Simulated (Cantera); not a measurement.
A perfectly stirred reactor is fed with 5.94 % CH4, 8.32 % CO, 18.0 % O2, 67.7 % N2, at 13.8 atm; it is adiabatic with a 625 K inlet, and is followed from long to short residence time, starting on the burning branch (τ in s: 0.11, 0.047, 0.02, 0.0085, 0.0036, 0.0016, 0.00067, 0.00028, 0.00012, 5.2e-05, 2.2e-05).

Cantera simulation using GRI-Mech 3.0 (53 species, 325 reactions); the numbers are that mechanism's predictions, not measurements. The pressure lies above the range GRI-Mech 3.0 was tuned for (to about 10 atm).

x: mole fraction; the columns are a selection and need not sum to one.

```tsv
τ (s)	T (K)	x CH4	x CO	x O2	x C2H4	x HCN	x C2H2	x H
0.11	2426	1.54e-7	0.00660	0.0203	<1e-12	?	<1e-12	0.000149
0.047	2426	3.58e-7	0.00664	0.0205	2.31e-12	?	4.61e-12	0.000150
0.020	2427	8.28e-7	0.00673	0.0209	1.23e-11	?	2.26e-11	0.000154
0.0085	2427	1.90e-6	0.00694	0.0215	6.36e-11	?	1.11e-10	0.000161
0.0036	2425	4.29e-6	0.00742	0.0223	3.18e-10	?	5.30e-10	0.000176
0.0016	2419	9.10e-6	0.00837	0.0232	1.36e-9	?	2.14e-9	0.000206
0.00067	2403	1.96e-5	0.0104	0.0245	5.69e-9	?	8.11e-9	0.000273
0.00028	2373	4.03e-5	0.0139	0.0265	1.99e-8	?	2.46e-8	0.000414
0.00012	2326	7.88e-5	0.0191	0.0293	5.76e-8	?	5.92e-8	0.000673
5.2e-5	2261	0.000155	0.0264	0.0333	1.55e-7	?	1.29e-7	0.00110
2.2e-5	2167	0.000338	0.0371	0.0394	4.79e-7	?	3.09e-7	0.00168
```

Fill in the missing entries.


- 0.11, x HCN: 3.69e-8
- 0.047, x HCN: 7.91e-8
- 0.020, x HCN: 1.56e-7
- 0.0085, x HCN: 2.68e-7
- 0.0036, x HCN: 3.95e-7
- 0.0016, x HCN: 5.03e-7
- 0.00067, x HCN: 6.02e-7
- 0.00028, x HCN: 6.98e-7
- 0.00012, x HCN: 8.04e-7
- 5.2e-5, x HCN: 9.41e-7
- 2.2e-5, x HCN: 1.13e-6
